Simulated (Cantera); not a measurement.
An isothermal, constant-pressure homogeneous reactor starts with CO : O2 : H2O : N2 = 0.0015 : 0.0047 : 0.0055 : 1 (molar parts), at 1400 K and 9.87 atm.

Cantera simulation using GRI-Mech 3.0 (53 species, 325 reactions); the numbers are that mechanism's predictions, not measurements.

One state of this run: x CO = 0.000202; x O2 = 0.00400; x H2O = 0.00543; x H2O2 = 1.17e-8; x OH = 1.45e-5; x HO2 = 9.87e-7. x: mole fraction; the columns are a selection and need not sum to one.

Problem. Which value of t (s) does it belong to?
A) 7.95e-6
B) 0.000502
C) 0.0893
D) 0.00399

Solution. D, 0.00399
